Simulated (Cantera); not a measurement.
## Reactions in the system Ba-H-O

Source: NASA polynomial tables (part measured, part estimated), evaluated in Cantera. Values are per mole of reaction as written; species without (g) are pure solids or liquids, kept so even where they would boil at 1 bar.

Ba + 2 OH(g) = Ba(OH)₂

```json
[
 {"T (K)": "1550", "ΔH° (kJ)": "-971.8", "ΔS° (J/K)": "-252.2", "ΔG° (kJ)": "-581.0", "log10 K": "19.58"},
 {"T (K)": "1650", "ΔH° (kJ)": "-968.4", "ΔS° (J/K)": "-250.0", "ΔG° (kJ)": "-555.9", "log10 K": "17.60"},
 {"T (K)": "1750", "ΔH° (kJ)": "-965.1", "ΔS° (J/K)": "-248.0", "ΔG° (kJ)": "-531.0", "log10 K": "15.85"},
 {"T (K)": "1850", "ΔH° (kJ)": "-961.8", "ΔS° (J/K)": "-246.2", "ΔG° (kJ)": "-506.3", "log10 K": "14.29"},
 {"T (K)": "1950", "ΔH° (kJ)": "-958.6", "ΔS° (J/K)": "-244.5", "ΔG° (kJ)": "-481.7", "log10 K": "12.90"},
 {"T (K)": "2050", "ΔH° (kJ)": "-955.4", "ΔS° (J/K)": "-242.9", "ΔG° (kJ)": "-457.4", "log10 K": "11.65"},
 {"T (K)": "2150", "ΔH° (kJ)": "-952.3", "ΔS° (J/K)": "-241.5", "ΔG° (kJ)": "-433.1", "log10 K": "10.52"},
 {"T (K)": "2250", "ΔH° (kJ)": "-949.2", "ΔS° (J/K)": "-240.1", "ΔG° (kJ)": "-409.1", "log10 K": "9.50"}
]
```

O₂(g) + Ba + 2 H(g) = Ba(OH)₂

```json
[
 {"T (K)": "1550", "ΔH° (kJ)": "-1346.5", "ΔS° (J/K)": "-341.9", "ΔG° (kJ)": "-816.5", "log10 K": "27.52"},
 {"T (K)": "1650", "ΔH° (kJ)": "-1344.3", "ΔS° (J/K)": "-340.5", "ΔG° (kJ)": "-782.4", "log10 K": "24.77"},
 {"T (K)": "1750", "ΔH° (kJ)": "-1342.0", "ΔS° (J/K)": "-339.2", "ΔG° (kJ)": "-748.4", "log10 K": "22.34"},
 {"T (K)": "1850", "ΔH° (kJ)": "-1339.8", "ΔS° (J/K)": "-338.0", "ΔG° (kJ)": "-714.5", "log10 K": "20.17"},
 {"T (K)": "1950", "ΔH° (kJ)": "-1337.6", "ΔS° (J/K)": "-336.8", "ΔG° (kJ)": "-680.8", "log10 K": "18.24"},
 {"T (K)": "2050", "ΔH° (kJ)": "-1335.5", "ΔS° (J/K)": "-335.8", "ΔG° (kJ)": "-647.2", "log10 K": "16.49"},
 {"T (K)": "2150", "ΔH° (kJ)": "-1333.3", "ΔS° (J/K)": "-334.7", "ΔG° (kJ)": "-613.6", "log10 K": "14.91"},
 {"T (K)": "2250", "ΔH° (kJ)": "-1331.2", "ΔS° (J/K)": "-333.8", "ΔG° (kJ)": "-580.2", "log10 K": "13.47"}
]
```
